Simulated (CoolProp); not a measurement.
Saturation properties of ethane (Tc = 305.3 K, pc = 4.872 MPa, ω = 0.099).

Computed with CoolProp (reference Helmholtz-energy equation of state, Bücker 2006).

| T (K) | p (MPa) | vapour density (kg/m³) | enthalpy of vaporisation (kJ/kg) | liquid conductivity (mW/(m K)) |
|---|---|---|---|---|
| 238 | 0.9084 | 16.38 | 400.3 | 119 |
| 240.8 | (withheld) | 17.87 | 394.1 | 117 |
| 243.7 | 1.082 | 19.53 | (withheld) | 114 |
| 246.5 | 1.176 | 21.25 | 380.9 | 112 |
| 249.4 | 1.279 | (withheld) | 373.9 | 110 |
| 252.2 | 1.384 | 25.17 | 366.7 | 107 |
| 255.1 | 1.500 | 27.40 | 359.1 | 105 |
| 257.9 | 1.619 | 29.72 | 351.4 | (withheld) |
| 260.8 | (withheld) | (withheld) | 343.0 | 101 |
| 263.6 | 1.881 | (withheld) | 334.6 | 98.4 |
| 266.5 | 2.025 | 38.06 | 325.4 | 96.1 |
| 269.3 | 2.172 | 41.25 | 316.2 | 93.8 |
| 272.2 | 2.332 | 44.85 | 306.0 | 91.6 |

Q: Fill in the missing entries.

A: 
- 240.8, p (MPa): 0.9909
- 243.7, enthalpy of vaporisation (kJ/kg): 387.5
- 249.4, vapour density (kg/m³): 23.18
- 257.9, liquid conductivity (mW/(m K)): 103
- 260.8, p (MPa): 1.748
- 260.8, vapour density (kg/m³): 32.31
- 263.6, vapour density (kg/m³): 35.02

It boils at 184.6 K under 1 atm.

Thermal conductivity comes from a separate model (Friend 1991).
